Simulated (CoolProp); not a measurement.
Properties of R1234ze(Z) along the isotherm 166.85 °C.

Model: reference Helmholtz-energy equation of state, Akasaka 2019, in CoolProp.

| p (kPa) | phase | density (kg/m³) | expansivity (1/kK) |
|---|---|---|---|
| 55.8 | gas | 1.749 | 2.316 |
| 115 | gas | 3.624 | 2.363 |
| 235 | gas | 7.491 | 2.461 |
| 483 | gas | 15.78 | 2.684 |
| 993 | gas | 34.28 | 3.236 |
| 2040 | gas | 80.87 | 5.051 |
| 4190 | supercritical | 304.6 | 34.79 |
| 8600 | supercritical | 788.7 | 6.502 |
| 17700 | supercritical | 926.2 | 3.083 |
